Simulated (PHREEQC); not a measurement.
Single salt, acid or base with single salt, acid or base

Solution A (0.18 mol NH4HF2 per kg of water) is mixed with solution B (11 mmol/kgw NaHF2) at 25 °C; shares are by mass of water, 1 kg in all. Oxygen is held at 0.21 atm. No CO2 enters from the air. No solid was allowed to form.

Equilibrium calculation in PHREEQC: ion-association model, wateq4f.dat.

```json
[
 {"share of solution B": "0", "pH": "3.19", "F- (mol/kgw)": "0.133", "HF2- (mol/kgw)": "0.0474", "HF (mol/kgw)": "0.0889", "H2F2 (mol/kgw)": "0.0215"},
 {"share of solution B": "0.1", "pH": "3.19", "F- (mol/kgw)": "0.123", "HF2- (mol/kgw)": "0.0409", "HF (mol/kgw)": "0.0836", "H2F2 (mol/kgw)": "0.0189"},
 {"share of solution B": "0.2", "pH": "3.18", "F- (mol/kgw)": "0.112", "HF2- (mol/kgw)": "0.0347", "HF (mol/kgw)": "0.0779", "H2F2 (mol/kgw)": "0.0164"},
 {"share of solution B": "0.3", "pH": "3.18", "F- (mol/kgw)": "0.101", "HF2- (mol/kgw)": "0.0288", "HF (mol/kgw)": "0.0719", "H2F2 (mol/kgw)": "0.0139"},
 {"share of solution B": "0.4", "pH": "3.18", "F- (mol/kgw)": "0.0899", "HF2- (mol/kgw)": "0.0232", "HF (mol/kgw)": "0.0655", "H2F2 (mol/kgw)": "0.0115"},
 {"share of solution B": "0.5", "pH": "3.18", "F- (mol/kgw)": "0.0782", "HF2- (mol/kgw)": "0.0180", "HF (mol/kgw)": "0.0585", "H2F2 (mol/kgw)": "0.00912"},
 {"share of solution B": "0.6", "pH": "3.17", "F- (mol/kgw)": "0.0661", "HF2- (mol/kgw)": "0.0131", "HF (mol/kgw)": "0.0509", "H2F2 (mol/kgw)": "0.00688"},
 {"share of solution B": "0.7", "pH": "3.17", "F- (mol/kgw)": "0.0535", "HF2- (mol/kgw)": "0.00885", "HF (mol/kgw)": "0.0425", "H2F2 (mol/kgw)": "0.00478"},
 {"share of solution B": "0.8", "pH": "3.17", "F- (mol/kgw)": "0.0403", "HF2- (mol/kgw)": "0.00517", "HF (mol/kgw)": "0.0331", "H2F2 (mol/kgw)": "0.00288"},
 {"share of solution B": "0.9", "pH": "3.17", "F- (mol/kgw)": "0.0263", "HF2- (mol/kgw)": "0.00226", "HF (mol/kgw)": "0.0223", "H2F2 (mol/kgw)": "0.00130"},
 {"share of solution B": "1", "pH": "3.20", "F- (mol/kgw)": "0.0112", "HF2- (mol/kgw)": "0.000408", "HF (mol/kgw)": "0.00944", "H2F2 (mol/kgw)": "0.000233"}
]
```

wateq4f.dat counts part of the HF as a dimer, H2F2, which phreeqc.dat doesn't know; its constant is uncertain.
